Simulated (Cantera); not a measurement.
Charge: 1 mol MgF2, 190 mol N2, at 0.100 bar.

These are equilibrium values from Cantera (NASA tables, ideal gas, pure condensed phases), not measurements of a reactor. Candidate condensed phases: Mg, MgF2; 13 gas species. Rates play no part.

**Question.** At 2050 K, list the 4 most abundant gas species with their mole fractions, and the condensed phases.

**Answer.** N2 0.995, MgF2 0.00521, F 2.78e-5, MgF 2.55e-5. Condensed: gas only.
